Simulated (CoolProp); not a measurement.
Vapour-liquid equilibrium of ethylene (1) + n-butane (2) at -56.65 °C; x and y are mole fractions of (1).

The numbers come from the multi-fluid Helmholtz-energy mixture model, Smukala 2000 and Bücker 2006; pair parameters Bell 2016 in CoolProp.

| x | bubble pressure, mixture model (MPa) | bubble pressure, Raoult's law (MPa) | y, mixture model | y, Raoult's law |
|---|---|---|---|---|
| 0.05 | 0.06155 | 0.04837 | 0.900 | 0.877 |
| 0.2 | 0.1781 | 0.1747 | 0.968 | 0.971 |
| 0.35 | 0.2740 | 0.3011 | 0.981 | 0.987 |
| 0.5 | 0.3795 | 0.4275 | 0.989 | 0.993 |
| 0.65 | 0.5048 | 0.5539 | 0.994 | 0.996 |
| 0.8 | 0.6479 | 0.6802 | 0.997 | 0.998 |
| 0.95 | 0.7983 | 0.8066 | 0.999 | 1.000 |

The largest gap from Raoult's law is +27.2 % in bubble pressure, at x = 0.05. No azeotrope shows between x = 0.05 and 0.95.

The pair parameters rest on a limited set of measurements; away from them the model extrapolates. The gap from Raoult's law changes sign with composition, which may be real or a fault of the pair parameters; it wasn't checked against measurements.
